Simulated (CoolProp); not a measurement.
A simple Rankine cycle with water: condensing at 308.15 K, boiler at 0.574 MPa, turbine inlet 580.3 K, turbine efficiency 0.9, pump efficiency 0.8, no recuperator. Each further row changes one setting.

Model: reference Helmholtz-energy equation of state, Wagner 2002, in CoolProp.

```json
[
 {"case": "as stated", "thermal efficiency (%)": "24.5", "net work (kJ/kg)": "719", "heat in (kJ/kg)": "2930", "turbine exit temperature (K)": "308.1", "volume ratio over the turbine": "50.1"},
 {"case": "turbine inlet 600.3 K", "thermal efficiency (%)": "24.8", "net work (kJ/kg)": "737", "heat in (kJ/kg)": "2970", "turbine exit temperature (K)": "308.1", "volume ratio over the turbine": "___"},
 {"case": "condensing temperature 300.15 K", "thermal efficiency (%)": "26.0", "net work (kJ/kg)": "769", "heat in (kJ/kg)": "2960", "turbine exit temperature (K)": "300.2", "volume ratio over the turbine": "75.8"},
 {"case": "boiler pressure 0.402 MPa", "thermal efficiency (%)": "23.0", "net work (kJ/kg)": "___", "heat in (kJ/kg)": "2930", "turbine exit temperature (K)": "308.1", "volume ratio over the turbine": "___"},
 {"case": "turbine efficiency 0.8", "thermal efficiency (%)": "21.8", "net work (kJ/kg)": "639", "heat in (kJ/kg)": "2930", "turbine exit temperature (K)": "308.1", "volume ratio over the turbine": "51.9"}
]
```

### Question
Fill in the missing entries.

### Answer

- turbine inlet 600.3 K, volume ratio over the turbine: 48.8
- boiler pressure 0.402 MPa, net work (kJ/kg): 676
- boiler pressure 0.402 MPa, volume ratio over the turbine: 35.7

The expansion ends wet for: as stated; turbine inlet 600.3 K; condensing temperature 300.15 K; boiler pressure 0.402 MPa; turbine efficiency 0.8.
